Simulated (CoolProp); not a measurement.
Values from CoolProp's reference Helmholtz-energy equation of state, Beckmüller 2019.

Question: For n-octane, give the phase and the cv (kJ/(kg K)), viscosity (µPa s) at 399.9 K and 0.545 MPa.

Answer: 
- 399.9 K and 0.545 MPa: liquid; cv 2.17, viscosity 200

Viscosity comes from a separate model (Huber 2004).
